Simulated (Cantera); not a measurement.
Cantera run:

```python
import numpy as np
import cantera as ct

gas_names = """
    C CN C2 CCN CNC C2N2 C3 C4 C4N2 C5 N N2 Si SiC SiC2 SiN Si2 Si2C Si2N Si3
""".split()
cond_names = """
    C(gr) Si(cr) Si(L) SiC(b) Si3N4(a)
""".split()


def load(file, names, dense=False):
    # The tables refer to 1 bar. Condensed volumes are neglected.
    table = {s.name: s for s in ct.Species.list_from_file(file)}
    out = []
    for n in names:
        d = dict(table[n].input_data)
        d["thermo"] = dict(d["thermo"], **{"reference-pressure": 1e5})
        if dense:
            d["equation-of-state"] = {"model": "constant-volume", "density": "1e6 g/cm^3"}
        out.append(ct.Species.from_dict(d))
    return out


gas = ct.Solution(thermo="ideal-gas", species=load("nasa_gas.yaml", gas_names))
cond = {s.name: ct.Solution(thermo="fixed-stoichiometry", species=[s], name=s.name)
        for s in load("nasa_condensed.yaml", cond_names, dense=True)}
atoms = {
    'SiC': {'Si': 1, 'C': 1},
    'Si': {'Si': 1},
    'N2': {'N': 2},
}
top_T = {'C(gr)': 4500, 'SiC(b)': 3050, 'Si3N4(a)': 2400}  # K; cautious upper limits of use, not melting points


def equilibrate(T, P, feed):
    n = {}
    for name, mol in feed.items():
        for a, k in atoms[name].items():
            n[a] = n.get(a, 0.0) + k * mol
    gas.TPX = T, P, n
    mass = sum(n.values()) * gas.mean_molecular_weight
    gas.equilibrate("TP")
    valid = [c for c in cond.values() if c.min_temp <= T <= top_T.get(c.name, c.max_temp)]
    mix = ct.Mixture([(gas, mass / gas.mean_molecular_weight)] + [(c, 0.0) for c in valid])
    mix.T, mix.P = T, P
    mix.equilibrate("TP", solver="vcs", rtol=1e-11, max_steps=5000)
    return mix


results = []
feed = {'SiC': 1, 'Si': 0.0084, 'N2': 0.025}  # mol
T = 2523.15  # K
P = 440  # Pa
mix = equilibrate(T, P, feed)
results.append((T, P, feed, dict(zip(mix.species_names, mix.species_moles))))
x = sorted(zip(gas.X, gas.species_names), reverse=True)
print(f"T = {T:g} K  P = {P:g} Pa  gas = {mix.phase_moles(0):.4g} mol")
print("   x: " + "  ".join(f"{s} {v:.3e}" for v, s in x if v > 1e-06))
print("   condensed (mol): " + ("  ".join(f"{mix.phase(i).name} {mix.phase_moles(i):.4g}"
      for i in range(1, mix.n_phases) if mix.phase_moles(i) > 1e-12) or "none"))
```

It prints:

```
T = 2523.15 K  P = 440 Pa  gas = 0.04691 mol
   x: N2 5.312e-01  Si 3.239e-01  SiC2 8.973e-02  Si2C 4.914e-02  Si2 2.261e-03  SiN 1.523e-03  CN 1.370e-03  Si2N 3.363e-04  SiC 1.666e-04  C3 1.614e-04  Si3 9.795e-05  C 5.184e-05  C2N2 4.734e-05  C2 1.494e-05  N 3.972e-06
   condensed (mol): C(gr) 0.005123  SiC(b) 0.984
```

These are equilibrium values from Cantera (NASA tables, ideal gas, pure condensed phases), not measurements of a reactor. The tables' values for SiN are old estimates; treat these amounts as uncertain.
